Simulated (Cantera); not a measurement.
**Premixed flame**

A freely propagating, adiabatic, planar premixed flame of 25.6 % H₂, 15.6 % O₂, 58.7 % N₂, unburnt at 300 K and 698 Torr; mixture-averaged transport, grid criteria slope 0.08 and curve 0.16, no radiation.

Model: the H2/O2 subset of GRI-Mech 3.0, which has no nitrogen chemistry, integrated in Cantera. Burning velocities carry a grid error of a few per cent, more on coarse grids.

| z (mm) | T (K) | u (m/s) | x H₂ | x O₂ | x O | x H | x HO₂ | x H₂O |
|---|---|---|---|---|---|---|---|---|
| -1.11 | 300 | 1.76 | 0.256 | 0.156 | <1e-8 | <1e-8 | <1e-8 | <1e-8 |
| -0.742 | 300 | 1.76 | 0.256 | 0.156 | <1e-8 | <1e-8 | <1e-8 | <1e-8 |
| -0.556 | 300 | 1.76 | 0.256 | 0.156 | <1e-8 | <1e-8 | <1e-8 | 1.74e-7 |
| -0.371 | 300 | 1.76 | 0.255 | 0.157 | <1e-8 | <1e-8 | 2.03e-7 | 4.22e-6 |
| -0.185 | 328 | 1.88 | 0.239 | 0.160 | 9.46e-7 | 2.83e-7 | 5.94e-5 | 0.000949 |
| -0.0927 | 598 | 3.30 | 0.195 | 0.156 | 0.000103 | 0.00117 | 0.000388 | 0.0239 |
| 0 | 1046 | 5.61 | 0.125 | 0.128 | 0.00204 | 0.0120 | 0.000138 | 0.0935 |
| 0.0927 | 1367 | 7.26 | 0.0609 | 0.0829 | 0.00690 | 0.0244 | 6.84e-5 | 0.175 |
| 0.185 | 1548 | 8.19 | 0.0323 | 0.0570 | 0.00937 | 0.0263 | 4.03e-5 | 0.217 |
| 0.371 | 1725 | 9.06 | 0.0219 | 0.0453 | 0.00885 | 0.0195 | 2.49e-5 | 0.238 |
| 0.742 | 1881 | 9.80 | 0.0175 | 0.0410 | 0.00640 | 0.0113 | 1.60e-5 | 0.251 |
| 1.48 | 2009 | 10.4 | 0.0121 | 0.0379 | 0.00396 | 0.00541 | 9.48e-6 | 0.263 |
| 2.97 | 2099 | 10.8 | 0.00708 | 0.0359 | 0.00213 | 0.00213 | 5.34e-6 | 0.274 |
x: mole fraction of selected species; z is measured from the peak of heat release.

```
Quantity                     Value
------------------------  --------
laminar burning velocity  176 cm/s
thermal thickness         0.371 mm
peak x(O)                  0.00959
peak x(H)                   0.0267
peak x(HO₂)               0.000456
grid points                    113
```
